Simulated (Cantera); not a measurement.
An adiabatic, constant-volume homogeneous reactor starts with 4.07 % CH4, 2.77 % CO, 7.72 % O2, 85.4 % N2, equivalence ratio 1.2, at 1625 K and 0.240 bar.

Cantera simulation using GRI-Mech 3.0 (53 species, 325 reactions); the numbers are that mechanism's predictions, not measurements.

Q: Predict: time of steepest temperature rise; temperature at 0.200 s; equilibrium temperature; x(CO) at 0.200 s; x(O2) at 0.200 s; x(HCO) at 0.200 s; x(H2O) at 0.200 s.

A: 
| Quantity | Value |
|---|---|
| time of steepest temperature rise | 2.73 ms |
| temperature at 0.200 s | 2479 K |
| equilibrium temperature | 2479 K |
| x(CO) at 0.200 s | 0.0343 (gas-phase equilibrium 0.0343) |
| x(O2) at 0.200 s | 0.00278 (gas-phase equilibrium 0.00278) |
| x(HCO) at 0.200 s | 7.38e-9 (gas-phase equilibrium 7.38e-9) |
| x(H2O) at 0.200 s | 0.0649 (gas-phase equilibrium 0.0649) |
